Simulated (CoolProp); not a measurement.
Octamethylcyclotetrasiloxane (D4) along the isobar 1.44 MPa: density (kg/m³) from the reference equation and from simpler models built on Tc = 313.4 °C, pc = 1.347 MPa, ω = 0.598; each cubic takes its own stable root.

Model: reference Helmholtz-energy equation of state, Thol 2015, in CoolProp.

```tsv
T (°C)	phase	reference
170.25	liquid	779.6
180.95	liquid	765.3
191.65	liquid	750.5
202.25	liquid	735.4
212.95	liquid	719.5
223.65	liquid	703.0
234.35	liquid	685.5
245.05	liquid	666.9
255.65	liquid	647.1
266.35	liquid	625.2
277.05	liquid	600.5
287.75	liquid	571.7
```

Q: How far does each simpler model (van der Waals, Redlich-Kwong, Soave-Redlich-Kwong, Peng-Robinson) lie from the reference over these 12 states: mean and median of the absolute difference, and the worst?

A: 
- van der Waals: mean 39.8 %, median 39.8 %, worst -40.6 % at 170.25 °C and 1.44 MPa
- Redlich-Kwong: mean 18.2 %, median 17.8 %, worst -21.6 % at 287.75 °C and 1.44 MPa
- Soave-Redlich-Kwong: mean 10.9 %, median 10.1 %, worst -15.8 % at 287.75 °C and 1.44 MPa
- Peng-Robinson: mean 2.4 %, median 2.6 %, worst -5.4 % at 287.75 °C and 1.44 MPa
